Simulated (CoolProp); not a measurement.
Vapour-liquid equilibrium of propane (1) + R113 (2) at 262.6 K; x and y are mole fractions of (1).

Model: multi-fluid Helmholtz-energy mixture model, Lemmon 2009 and Marx 1992; pair parameters Bell 2016, in CoolProp.

| x | bubble pressure (kPa) | y at the bubble point | dew pressure at overall composition x (kPa) | liquid density (mol/L) |
|---|---|---|---|---|
| 0.05 | 30.34 | 0.721 | 9.256 | 8.921 |
| 0.2 | 90.76 | 0.918 | 10.96 | 9.350 |
| 0.35 | 143.7 | 0.955 | 13.44 | 9.812 |
| 0.5 | 190.2 | 0.972 | 17.35 | 10.31 |
| 0.65 | 232.8 | 0.982 | 24.48 | 10.85 |
| 0.8 | 275.2 | 0.990 | 41.52 | 11.44 |
| 0.95 | 321.8 | 0.997 | 133.5 | 12.08 |

No azeotrope shows between x = 0.05 and 0.95.

The pair parameters rest on a limited set of measurements; away from them the model extrapolates.
